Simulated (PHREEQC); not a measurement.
## Nickel, zinc or cadmium bath: speciation

A solution holds 0.0023 mol CdCl2, 0.00057 mol NaOH and 0.0069 mol HCl per kg of water, at 85 °C. Closed to the air; pH follows from the charge balance.

The numbers come from PHREEQC with the ion-association model, wateq4f.dat.

* **pH**: 2.25
* **ionic strength**: 0.0118 mol/kgw
* **total alkalinity**: -6.33 meq/kg

```json
[
 {"species": "Cl-", "molality": "0.0105", "activity": "0.00922", "log γ": "-0.055"},
 {"species": "H+", "molality": "0.00633", "activity": "0.00568", "log γ": "-0.047"},
 {"species": "Cd+2", "molality": "0.00132", "activity": "0.000798", "log γ": "-0.218"},
 {"species": "CdCl+", "molality": "0.000942", "activity": "0.000831", "log γ": "-0.055"},
 {"species": "Na+", "molality": "0.000570", "activity": "0.000504", "log γ": "-0.054"},
 {"species": "CdCl2", "molality": "3.83e-5", "activity": "3.84e-5", "log γ": "0.001"},
 {"species": "CdCl3-", "molality": "5.37e-7", "activity": "4.74e-7", "log γ": "-0.055"}
]
```

Precipitation was switched off in this run. Species that the database lacks are ignored. Away from 25 °C the constants follow the database's enthalpies or fits; those with neither stay at their 25 °C values.
